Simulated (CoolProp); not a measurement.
Vapour-liquid equilibrium of R22 (1) + R142b (2) at 214.6 K; x and y are mole fractions of (1).

Model: multi-fluid Helmholtz-energy mixture model, Kamei 1995 and Lemmon 2006; pair parameters Bell 2016, in CoolProp.

Task: Give the bubble pressure and the first vapour's composition at x = 0.5, 0.65, 0.95. Is there an azeotrope?

Result: x = 0.5: 0.2320 bar, y = 0.828; x = 0.65: 0.2823 bar, y = 0.903; x = 0.95: 0.3896 bar, y = 0.991. No azeotrope shows between x = 0.05 and 0.95.

The pair parameters rest on a limited set of measurements; away from them the model extrapolates.
